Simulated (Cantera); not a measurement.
# Equilibrium for chlorosilane synthesis and conversion: SiCl₄ + HCl + H₂

Feed: 1 mol SiCl₄, 1.7 mol HCl, 15 mol H₂, at 1200000 Pa.

Cantera equilibrium calculation (NASA polynomials, part measured and part estimated; ideal gas, pure solids and liquids). Candidate condensed phases: Si; 19 gas species. The tables' values for SiCl₃ are old estimates; treat these amounts as uncertain. Rates play no part.

From 1048 K to 1723 K nothing is condensed. The main Si-bearing gas is SiCl₄ at 1048 K and SiCl₂ at 1723 K.

| T (K) | log p H₂ | log p HCl | log p SiCl₄ | log p SiCl₂ | log p SiHCl₃ | log p SiCl₃ | log p SiH₂Cl₂ |
|---|---|---|---|---|---|---|---|
| 1048 | 1.00 | 0.08 | -0.21 | -5.09 | -1.27 | -3.28 | -3.28 |
| 1123 | 1.00 | 0.09 | -0.23 | -4.15 | -1.08 | -2.73 | -2.85 |
| 1198 | 1.00 | 0.11 | -0.26 | -3.34 | -0.93 | -2.27 | -2.49 |
| 1273 | 1.00 | 0.12 | -0.30 | -2.66 | -0.82 | -1.89 | -2.20 |
| 1348 | 1.00 | 0.15 | -0.35 | -2.08 | -0.74 | -1.57 | -1.97 |
| 1423 | 0.99 | 0.17 | -0.41 | -1.60 | -0.70 | -1.31 | -1.80 |
| 1498 | 0.99 | 0.20 | -0.50 | -1.22 | -0.70 | -1.11 | -1.70 |
| 1573 | 0.98 | 0.23 | -0.62 | -0.92 | -0.74 | -0.98 | -1.65 |
| 1648 | 0.98 | 0.26 | -0.77 | -0.70 | -0.83 | -0.91 | -1.66 |
| 1723 | 0.97 | 0.29 | -0.95 | -0.55 | -0.95 | -0.88 | -1.72 |
log p: log10 of the partial pressure in bar; nothing condenses.
